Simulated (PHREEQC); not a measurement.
**Ultrapure water in contact with air or piping (model solution)**

Synthetic water in mg/L, 25 °C, pH 5.61, pe 2:

```
constituent             mg/L
------------------  --------
Na                    0.0208
K                   0.000205
Ca                   0.00938
Mg                  0.000493
Cl                     0.017
S(6) as SO4          0.00437
Alkalinity as HCO3    0.0528
Zn                  0.000146
Sr                  5.51e-05
Si as SiO2          0.000267
```

Valence states are taken as typed.

Model: ion-association model, phreeqc.dat, run in PHREEQC.

Each row changes one thing in this solution. Precipitation was switched off in this run.

| case | ionic strength (mol/kgw) | CO2 (mol/kgw) | HCO3- (mol/kgw) | CO3-2 (mol/kgw) | HSO4- (mol/kgw) | SI of Quartz (SiO2) |
|---|---|---|---|---|---|---|
| as made | 4.19e-6 | 1.83e-5 | 3.32e-6 | 6.39e-11 | 1.08e-11 | -4.37 |
| all concentrations times 3 at the same typed pH | 7.66e-6 | 2.78e-5 | 5.05e-6 | 9.74e-11 | [?] | -3.89 |
| Alkalinity from 0.0528 to 0.0264 mg/L | 3.98e-6 | 1.59e-5 | 2.89e-6 | 5.56e-11 | 1.08e-11 | -4.37 |
| K from 0.000205 to 0.000615 mg/L | 4.20e-6 | 1.83e-5 | 3.32e-6 | 6.39e-11 | 1.08e-11 | -4.37 |
| temperature from 25 to 80 °C at the same typed pH | 4.19e-6 | 1.72e-5 | 3.22e-6 | [?] | 4.41e-11 | -5.06 |

Q: Some entries are withheld; supply them.

A: 
- all concentrations times 3 at the same typed pH, HSO4- (mol/kgw): 3.22e-11
- temperature from 25 to 80 °C at the same typed pH, CO3-2 (mol/kgw): 9.91e-11

Species that the database lacks are ignored. At this temperature some constants are extrapolated from 25 °C, and those without enthalpy data are left unchanged.
